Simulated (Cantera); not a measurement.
**Thermodynamics of carbon deposition, reforming and gasification, feed CH3OH + O2 + N2**

Feed: 1 mol CH3OH, 0.39 mol O2, 17 mol N2.

Cantera equilibrium calculation (NASA polynomials, part measured and part estimated; ideal gas, pure solids and liquids). Candidate condensed phases: C, C6H6, C7H8, C8H18, H2O; 136 gas species. The ideal-gas law is rough above about 30 bar. The numbers say what is thermodynamically allowed, not how fast it happens.

Stable condensed phases:

```
T in °C \ P in Pa
               10      100     1000    10000   100000  1000000 10000000
   1050         A        A        A        A        A        A        A
    950         A        A        A        A        A        A        A
    850         A        A        A        A        A        A        A
    750         A        A        A        A        A        A        A
    650         A        A        A        A        A        A        B
    550         A        A        A        A        B        B        B
    450         A        A        A        B        B        B        B
    350         A        B        B        B        B        B        B
    250         B        B        B        B        B        B        B
```

A: gas only; B: C.
